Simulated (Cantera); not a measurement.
Charge: 1 mol SiH4, 0.49 mol O2, a varied amount of N2, equilibrated at 2173 K and 100 Pa.

Cantera equilibrium calculation (NASA polynomials, part measured and part estimated; ideal gas, pure solids and liquids). Candidate condensed phases: H2O, Si, SiO2, Si2N2O, Si3N4; 35 gas species. Kinetics and transport are ignored.

Q: At 17 mol N2, list the 5 most abundant gas species with their mole fractions, and the condensed phases.

A: N2 0.832, H2 0.0767, SiO 0.0480, H 0.0423, Si 0.000970. Condensed: gas only.
